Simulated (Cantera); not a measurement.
A Cantera script and what it prints.

```python
import numpy as np
import cantera as ct

gas_names = """
    CL CL2 H HCL H2 N NH NH2 NH3 N2 N2H2 N2H4 Si SiCL SiCL2 SiCL3 SiCL4 SiH SiHCL3 SiH2 SiH2CL2 SiH3
    SiH3CL SiH4 SiN Si2 Si2N Si3
""".split()
cond_names = """
    NH4CL(a) NH4CL(b) Si(cr) Si(L) Si3N4(a)
""".split()


def load(file, names, dense=False):
    # The tables refer to 1 bar. Condensed volumes are neglected.
    table = {s.name: s for s in ct.Species.list_from_file(file)}
    out = []
    for n in names:
        d = dict(table[n].input_data)
        d["thermo"] = dict(d["thermo"], **{"reference-pressure": 1e5})
        if dense:
            d["equation-of-state"] = {"model": "constant-volume", "density": "1e6 g/cm^3"}
        out.append(ct.Species.from_dict(d))
    return out


gas = ct.Solution(thermo="ideal-gas", species=load("nasa_gas.yaml", gas_names))
cond = {s.name: ct.Solution(thermo="fixed-stoichiometry", species=[s], name=s.name)
        for s in load("nasa_condensed.yaml", cond_names, dense=True)}
atoms = {
    'Si3H8': {'Si': 3, 'H': 8},
    'HCl': {'H': 1, 'CL': 1},
    'N2': {'N': 2},
}
top_T = {'Si3N4(a)': 2400}  # K; cautious upper limits of use, not melting points


def equilibrate(T, P, feed):
    n = {}
    for name, mol in feed.items():
        for a, k in atoms[name].items():
            n[a] = n.get(a, 0.0) + k * mol
    gas.TPX = T, P, n
    mass = sum(n.values()) * gas.mean_molecular_weight
    gas.equilibrate("TP")
    valid = [c for c in cond.values() if c.min_temp <= T <= top_T.get(c.name, c.max_temp)]
    mix = ct.Mixture([(gas, mass / gas.mean_molecular_weight)] + [(c, 0.0) for c in valid])
    mix.T, mix.P = T, P
    mix.equilibrate("TP", solver="vcs", rtol=1e-11, max_steps=5000)
    return mix


results = []
feed = {'Si3H8': 1, 'HCl': 3.8, 'N2': 4.2}  # mol
P = 15000  # Pa
for T in [923, 1023, 1123, 1223, 1323, 1423, 1523, 1623, 1723, 1823]:
    mix = equilibrate(T, P, feed)
    results.append((T, P, feed, dict(zip(mix.species_names, mix.species_moles))))

top = {s: max(r[3][s] / sum(r[3][g] for g in gas_names) for r in results) for s in gas_names}
cols = sorted((s for s in top if top[s] > 1e-05), key=lambda s: -top[s])[:9]
seen = [c for c in cond_names if any(r[3].get(c, 0) > 1e-12 for r in results)]
print("log10 of partial pressures in bar; condensed amounts in mol")
print(f"{'T/K':>10s}" + "".join(f"{s[:9]:>10s}" for s in cols + seen))
for T, P, feed, n in results:
    ng = sum(n[g] for g in gas_names)
    print(f"{T:10.4g}" + "".join(f"{np.log10(max(n[s] / ng * P / 1e5, 1e-99)):10.3f}" for s in cols)
          + "".join(f"{n.get(c, 0):10.4g}" for c in seen))
```

Output:

```
log10 of partial pressures in bar; condensed amounts in mol
       T/K        H2       HCL        N2     SiCL2     SiCL4     SiCL3    SiHCL3         H        CL  Si3N4(a)
       923    -1.174    -1.355    -1.450    -8.688    -2.481    -6.387    -4.748   -10.198   -10.395    0.9268
      1023    -1.181    -1.334    -1.455    -7.166    -2.564    -5.527    -4.484    -8.974    -9.162     0.939
      1123    -1.187    -1.319    -1.459    -5.924    -2.640    -4.829    -4.274    -7.964    -8.148    0.9478
      1223    -1.192    -1.309    -1.462    -4.894    -2.712    -4.254    -4.104    -7.118    -7.300    0.9538
      1323    -1.194    -1.304    -1.463    -4.031    -2.787    -3.778    -3.972    -6.397    -6.583    0.9557
      1423    -1.195    -1.307    -1.461    -3.312    -2.887    -3.399    -3.885    -5.775    -5.974    0.9486
      1523    -1.191    -1.329    -1.454    -2.737    -3.062    -3.137    -3.874    -5.232    -5.465    0.9202
      1623    -1.181    -1.383    -1.438    -2.319    -3.376    -3.031    -3.984    -4.751    -5.057    0.8579
      1723    -1.167    -1.474    -1.417    -2.049    -3.843    -3.083    -4.222    -4.323    -4.741     0.769
      1823    -1.152    -1.591    -1.396    -1.886    -4.408    -3.241    -4.545    -3.939    -4.496    0.6773
```

These are equilibrium values from Cantera (NASA tables, ideal gas, pure condensed phases), not measurements of a reactor. The feed counts by its element totals alone. N2 is the only nitrogen source here; it is nearly inert below about 1500 K, so the nitride shown seldom forms there in practice. The tables' values for SiCl3, SiCl are old estimates; treat these amounts as uncertain.
